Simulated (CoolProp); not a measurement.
A Linde-Hampson liquefier for dry air: isothermal reversible compression at 230 K from 1 atm to 10 MPa, throttling to 1 atm, return gas leaving the recuperator 0 K below the feed. Each further row changes one setting.

Model: reference Helmholtz-energy equation of state, Lemmon 2000, in CoolProp. It is a pseudo-pure fit of the blend.

```
case                        liquid yield per pass  compression work (kJ/kg of gas)
--------------------------  ---------------------  -------------------------------
as stated                                   0.103                              295
high pressure 20 MPa                   (withheld)                       (withheld)
warm-end temperature 260 K             (withheld)                              338
warm-end gap 5 K                       (withheld)                              295
```

### Question
What belongs in the gaps?

### Answer

- high pressure 20 MPa, liquid yield per pass: 0.174
- high pressure 20 MPa, compression work (kJ/kg of gas): 337
- warm-end temperature 260 K, liquid yield per pass: 0.072
- warm-end gap 5 K, liquid yield per pass: 0.090
